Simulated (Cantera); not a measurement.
An isothermal, constant-pressure homogeneous reactor starts with 0.951 % H₂, 99.0 % O₂, equivalence ratio 0.0048, at 1400 K and 1330 Pa.

Detailed kinetics in Cantera: the H2/O2 subset of GRI-Mech 3.0, which has no nitrogen chemistry. Radical loss at walls, strong at low pressure, is not modelled.

One state of this run: x H₂ = 1.68e-7; x O₂ = 0.990; x H₂O₂ = 3.81e-10; x OH = 8.70e-5; x H₂O = 0.00951. x: mole fraction; the columns are a selection and need not sum to one.

Problem. Which value of t (s) does it belong to?
A) 14.9
B) 66.8
C) 0.00814
D) 0.000403

Solution. A, 14.9
